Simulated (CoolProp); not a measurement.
Vapour-liquid equilibrium of R113 (1) + n-heptane (2) at 291.7 K; x and y are mole fractions of (1).

Computed with CoolProp (multi-fluid Helmholtz-energy mixture model, Marx 1992 and Span 2003; pair parameters Bell 2016).

Question: Give the bubble pressure and the first vapour's composition at x = 0.2, 0.35, 0.5. Is there an azeotrope?

Answer: x = 0.2: 12.41 kPa, y = 0.713; x = 0.35: 17.50 kPa, y = 0.829; x = 0.5: 21.86 kPa, y = 0.889. No azeotrope shows between x = 0.05 and 0.95.

Pair parameters are fitted to limited data, so mixtures are less certain than the pure fluids.
